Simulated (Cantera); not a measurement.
# NO annealing gas

An isothermal, constant-pressure homogeneous reactor starts with 5.56 % NO, 94.4 % N2, at 2075 K and 100.0 Torr.

Computed with Cantera and GRI-Mech 3.0 (53 species, 325 reactions).

| t (s) | x NO | x O | x O2 | x NO2 | x N2O |
|---|---|---|---|---|---|
| 9.00e-6 | 0.0556 | 7.29e-9 | <1e-12 | 2.40e-12 | 7.25e-9 |
| 3.69e-5 | 0.0556 | 3.00e-8 | 8.77e-12 | 3.91e-11 | 2.95e-8 |
| 0.000151 | 0.0556 | 1.26e-7 | 1.50e-10 | 5.89e-10 | 1.17e-7 |
| 0.000618 | 0.0556 | 5.66e-7 | 2.68e-9 | 6.86e-9 | 4.26e-7 |
| 0.00253 | 0.0556 | 2.91e-6 | 5.43e-8 | 5.31e-8 | 1.13e-6 |
| 0.0104 | 0.0555 | 1.48e-5 | 1.20e-6 | 2.99e-7 | 1.51e-6 |
| 0.0424 | 0.0554 | 5.89e-5 | 2.37e-5 | 1.17e-6 | 1.50e-6 |
| 0.174 | 0.0548 | 0.000120 | 0.000302 | 2.31e-6 | 1.45e-6 |
| 0.711 | 0.0516 | 0.000176 | 0.00188 | 3.26e-6 | 1.28e-6 |
| 2.91 | 0.0357 | 0.000330 | 0.00974 | 4.38e-6 | 6.23e-7 |
| 11.9 | 0.00629 | 0.000502 | 0.0244 | 1.20e-6 | 9.19e-8 |
| 48.8 | 0.00364 | 0.000515 | 0.0257 | 7.09e-7 | 8.25e-8 |
| 200 | 0.00364 | 0.000515 | 0.0257 | 7.09e-7 | 8.25e-8 |
x: mole fraction; the columns are a selection and need not sum to one.

Equilibrium at this temperature and pressure: NO 0.00364, O 0.000515, O2 0.0257, NO2 7.09e-7, N2O 8.25e-8 (gas phase only).
